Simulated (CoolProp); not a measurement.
Vapour-liquid equilibrium of cyclohexane (1) + p-xylene (2) at 303 K; x and y are mole fractions of (1).

Values from CoolProp's multi-fluid Helmholtz-energy mixture model, Zhou 2014 and Zhou 2012; pair parameters Bell 2016.

```json
[
 {"x": "0.05", "bubble pressure (MPa)": "0.002644", "y at the bubble point": "0.443", "dew pressure at overall composition x (MPa)": "0.001624", "liquid density (mol/L)": "8.078"},
 {"x": "0.125", "bubble pressure (MPa)": "0.004153", "y at the bubble point": "0.671", "dew pressure at overall composition x (MPa)": "0.001753", "liquid density (mol/L)": "8.152"},
 {"x": "0.2", "bubble pressure (MPa)": "0.005516", "y at the bubble point": "0.771", "dew pressure at overall composition x (MPa)": "0.001905", "liquid density (mol/L)": "8.227"},
 {"x": "0.275", "bubble pressure (MPa)": "0.006754", "y at the bubble point": "0.828", "dew pressure at overall composition x (MPa)": "0.002086", "liquid density (mol/L)": "8.304"},
 {"x": "0.35", "bubble pressure (MPa)": "0.007887", "y at the bubble point": "0.865", "dew pressure at overall composition x (MPa)": "0.002303", "liquid density (mol/L)": "8.382"},
 {"x": "0.425", "bubble pressure (MPa)": "0.008935", "y at the bubble point": "0.892", "dew pressure at overall composition x (MPa)": "0.002572", "liquid density (mol/L)": "8.461"},
 {"x": "0.5", "bubble pressure (MPa)": "0.009918", "y at the bubble point": "0.912", "dew pressure at overall composition x (MPa)": "0.002911", "liquid density (mol/L)": "8.543"},
 {"x": "0.575", "bubble pressure (MPa)": "0.01085", "y at the bubble point": "0.929", "dew pressure at overall composition x (MPa)": "0.003352", "liquid density (mol/L)": "8.626"},
 {"x": "0.65", "bubble pressure (MPa)": "0.01176", "y at the bubble point": "0.944", "dew pressure at overall composition x (MPa)": "0.003947", "liquid density (mol/L)": "8.712"},
 {"x": "0.725", "bubble pressure (MPa)": "0.01266", "y at the bubble point": "0.957", "dew pressure at overall composition x (MPa)": "0.004795", "liquid density (mol/L)": "8.799"},
 {"x": "0.8", "bubble pressure (MPa)": "0.01357", "y at the bubble point": "0.969", "dew pressure at overall composition x (MPa)": "0.006088", "liquid density (mol/L)": "8.889"},
 {"x": "0.875", "bubble pressure (MPa)": "0.01449", "y at the bubble point": "0.981", "dew pressure at overall composition x (MPa)": "0.008251", "liquid density (mol/L)": "8.981"},
 {"x": "0.95", "bubble pressure (MPa)": "0.01546", "y at the bubble point": "0.992", "dew pressure at overall composition x (MPa)": "0.01217", "liquid density (mol/L)": "9.076"}
]
```

No azeotrope shows between x = 0.05 and 0.95.

The pair parameters rest on a limited set of measurements; away from them the model extrapolates.
